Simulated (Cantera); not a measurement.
# Adiabatic ignition

An adiabatic, constant-volume homogeneous reactor starts with 0.739 % C3H8, 8.42 % O2, 82.7 % N2, 8.12 % H2O, equivalence ratio 0.44, at 1625 K and 2.47 atm.

Detailed kinetics in Cantera: GRI-Mech 3.0 (53 species, 325 reactions). GRI-Mech 3.0 was tuned for natural gas; its chemistry of propane as a main component is partial and can be far from experiment.

```json
[
 {"t (s)": "4.00e-6", "T (K)": "1617", "P (bar)": "2.49", "x C3H8": "0.00610", "x O2": "0.0837", "x H2O": "0.0814", "x C2H2": "4.50e-6", "x NO": "9.81e-11", "x O": "1.38e-5"},
 {"t (s)": "1.00e-5", "T (K)": "1621", "P (bar)": "2.51", "x C3H8": "0.00351", "x O2": "0.0820", "x H2O": "0.0824", "x C2H2": "7.31e-5", "x NO": "1.63e-9", "x O": "3.67e-5"},
 {"t (s)": "2.52e-5", "T (K)": "1859", "P (bar)": "2.93", "x C3H8": "<1e-12", "x O2": "0.0548", "x H2O": "0.100", "x C2H2": "6.86e-6", "x NO": "1.22e-6", "x O": "0.00314"},
 {"t (s)": "6.34e-5", "T (K)": "2031", "P (bar)": "3.17", "x C3H8": "<1e-12", "x O2": "0.0472", "x H2O": "0.104", "x C2H2": "<1e-12", "x NO": "8.10e-6", "x O": "0.00209"},
 {"t (s)": "0.000159", "T (K)": "2105", "P (bar)": "3.27", "x C3H8": "<1e-12", "x O2": "0.0465", "x H2O": "0.108", "x C2H2": "<1e-12", "x NO": "1.41e-5", "x O": "0.000513"},
 {"t (s)": "0.000400", "T (K)": "2121", "P (bar)": "3.29", "x C3H8": "<1e-12", "x O2": "0.0465", "x H2O": "0.109", "x C2H2": "<1e-12", "x NO": "1.87e-5", "x O": "0.000212"},
 {"t (s)": "0.00100", "T (K)": "2122", "P (bar)": "3.29", "x C3H8": "<1e-12", "x O2": "0.0465", "x H2O": "0.109", "x C2H2": "<1e-12", "x NO": "2.63e-5", "x O": "0.000193"},
 {"t (s)": "0.00252", "T (K)": "2122", "P (bar)": "3.29", "x C3H8": "<1e-12", "x O2": "0.0465", "x H2O": "0.109", "x C2H2": "<1e-12", "x NO": "4.49e-5", "x O": "0.000193"},
 {"t (s)": "0.00634", "T (K)": "2122", "P (bar)": "3.29", "x C3H8": "<1e-12", "x O2": "0.0465", "x H2O": "0.109", "x C2H2": "<1e-12", "x NO": "9.16e-5", "x O": "0.000193"},
 {"t (s)": "0.0159", "T (K)": "2121", "P (bar)": "3.29", "x C3H8": "<1e-12", "x O2": "0.0464", "x H2O": "0.109", "x C2H2": "<1e-12", "x NO": "0.000207", "x O": "0.000192"},
 {"t (s)": "0.0400", "T (K)": "2120", "P (bar)": "3.29", "x C3H8": "<1e-12", "x O2": "0.0463", "x H2O": "0.109", "x C2H2": "<1e-12", "x NO": "0.000489", "x O": "0.000191"},
 {"t (s)": "0.100", "T (K)": "2119", "P (bar)": "3.29", "x C3H8": "<1e-12", "x O2": "0.0459", "x H2O": "0.109", "x C2H2": "<1e-12", "x NO": "0.00114", "x O": "0.000188"},
 {"t (s)": "0.252", "T (K)": "2115", "P (bar)": "3.28", "x C3H8": "<1e-12", "x O2": "0.0453", "x H2O": "0.109", "x C2H2": "<1e-12", "x NO": "0.00240", "x O": "0.000182"},
 {"t (s)": "0.634", "T (K)": "2111", "P (bar)": "3.27", "x C3H8": "<1e-12", "x O2": "0.0445", "x H2O": "0.109", "x C2H2": "<1e-12", "x NO": "0.00399", "x O": "0.000176"},
 {"t (s)": "1.59", "T (K)": "2109", "P (bar)": "3.27", "x C3H8": "<1e-12", "x O2": "0.0442", "x H2O": "0.109", "x C2H2": "<1e-12", "x NO": "0.00472", "x O": "0.000172"},
 {"t (s)": "4.00", "T (K)": "2108", "P (bar)": "3.27", "x C3H8": "<1e-12", "x O2": "0.0442", "x H2O": "0.109", "x C2H2": "<1e-12", "x NO": "0.00477", "x O": "0.000172"}
]
```
x: mole fraction; the columns are a selection and need not sum to one.

The time of steepest temperature rise is 21.6 µs and the temperature at 4.00 s comes out as 2108 K. The equilibrium temperature comes out as 2108 K, the x(C3H8) at 4.00 s is <1e-12 (gas-phase equilibrium <1e-12) and the x(O2) at 4.00 s is 0.0442 (gas-phase equilibrium 0.0442). The x(H2O) at 4.00 s is 0.109 (gas-phase equilibrium 0.109).
